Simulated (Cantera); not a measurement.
Input: 1 mol Si, 3.2 mol Cl2, at 875 °C and 0.0140 bar.

These are equilibrium values from Cantera (NASA tables, ideal gas, pure condensed phases), not measurements of a reactor. Candidate condensed phases: Si; 9 gas species. Equilibrium is a limit: real reactors are often held back by kinetics, nucleation or transport.

Base state: Cl2 0.533, SiCl4 0.451, Cl 0.0165 (mole fractions); condensed: gas only.

### Question
What changes in the equilibrium state with this change: pressure from 0.0140 bar to 0.133 bar?

### Answer
```csv
species,before,after
Cl2,0.533,0.541
SiCl4,0.451,0.453
Cl,0.0165,0.00540
```
